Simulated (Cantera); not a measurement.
An isothermal, constant-pressure homogeneous reactor starts with CH₄ : H₂ = 1 : 3.4 (molar parts), at 1050 K and 1330 Pa. Integrator tolerance rtol = 1e-08.

Detailed kinetics in Cantera: GRI-Mech 3.0 (53 species, 325 reactions). GRI-Mech 3.0 stops at C3 and has no aromatics, soot or wall deposition, so with more carbon than oxygen in the feed, carbon stays in small species such as C2H2 where larger ones or solid carbon would form. Radical loss at walls, strong at low pressure, is not modelled.

Task: What does this change do: temperature 1050 to 1800 K?

Result: 
```tsv
quantity	before	after
x(CH₄) at 6.00 s	0.227 (gas-phase equilibrium 0.222)	0.000467 (gas-phase equilibrium 0.000201)
x(H₂) at 6.00 s	0.773 (gas-phase equilibrium 0.776)	0.904 (gas-phase equilibrium 0.904)
x(C₂H) at 6.00 s	<1e-12 (gas-phase equilibrium <1e-12)	2.64e-6 (gas-phase equilibrium 2.65e-6)
x(H) at 6.00 s	5.72e-9 (gas-phase equilibrium 6.23e-8)	0.00296 (gas-phase equilibrium 0.00297)
x(C₂H₆) at 6.00 s	5.31e-10 (gas-phase equilibrium 1.71e-5)	1.63e-9 (gas-phase equilibrium 4.03e-10)
```

Task: What does this change do: temperature 1050 to 1548 K?

Result: 
```json
[
 {"quantity": "x(CH₄) at 6.00 s", "before": "0.227 (gas-phase equilibrium 0.222)", "after": "0.0768 (gas-phase equilibrium 0.00179)"},
 {"quantity": "x(H₂) at 6.00 s", "before": "0.773 (gas-phase equilibrium 0.776)", "after": "0.862 (gas-phase equilibrium 0.906)"},
 {"quantity": "x(C₂H) at 6.00 s", "before": "<1e-12 (gas-phase equilibrium <1e-12)", "after": "3.02e-8 (gas-phase equilibrium 6.49e-8)"},
 {"quantity": "x(H) at 6.00 s", "before": "5.72e-9 (gas-phase equilibrium 6.23e-8)", "after": "0.000171 (gas-phase equilibrium 0.000256)"},
 {"quantity": "x(C₂H₆) at 6.00 s", "before": "5.31e-10 (gas-phase equilibrium 1.71e-5)", "after": "8.11e-6 (gas-phase equilibrium 1.43e-8)"}
]
```
